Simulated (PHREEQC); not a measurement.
Solution (25 °C): 3 mmol/kgw H3PO4, 69 mmol/kgw Na2SO4 and 0.035 mmol/kgw KCl. Closed to the air; pH follows from the charge balance.

Computed with PHREEQC (ion-association model, wateq4f.dat).

Each row changes one thing in this solution. This is a speciation only: nothing precipitates in the calculation.

| case | pH | ionic strength (mol/kgw) | Na+ (mol/kgw) | SO4-2 (mol/kgw) | NaSO4- (mol/kgw) | HSO4- (mol/kgw) | SI of Mirabilite (Na2SO4:10H2O) | SI of Halite (NaCl) |
|---|---|---|---|---|---|---|---|---|
| as made | 3.10 | 0.185 | 0.127 | 0.0564 | 0.0108 | 0.00178 | -2.71 | -7.20 |
| KCl from 3.5e-05 to 0.000175 mol/kgw | 3.10 | 0.185 | 0.127 | 0.0564 | 0.0108 | 0.00178 | -2.71 | -6.50 |
| diluted 2-fold with water | 3.27 | 0.0960 | 0.0653 | 0.0301 | 0.00369 | [?] | -3.42 | -7.74 |
| H3PO4 left out | 7.20 | 0.185 | 0.127 | 0.0580 | [?] | 1.45e-7 | -2.70 | -7.20 |
| Na2SO4 from 0.069 to 0.345 mol/kgw | 3.39 | 0.799 | 0.573 | 0.226 | 0.117 | 0.00237 | -1.15 | -6.64 |
| H3PO4 from 0.003 to 0.0033 mol/kgw | [?] | 0.185 | 0.127 | 0.0563 | 0.0108 | 0.00194 | -2.71 | -7.20 |

Problem. Complete the blanks.

Solution. 
- diluted 2-fold with water, HSO4- (mol/kgw): 0.000763
- H3PO4 left out, NaSO4- (mol/kgw): 0.0111
- H3PO4 from 0.003 to 0.0033 mol/kgw, pH: 3.06

The ionic strength passes 0.7 mol/kgw, the rough limit of the ion-association models, in Na2SO4 from 0.069 to 0.345 mol/kgw. Species that the database lacks are ignored. H3PO4, which wateq4f.dat lacks, is added to it with the constant of phreeqc.dat.
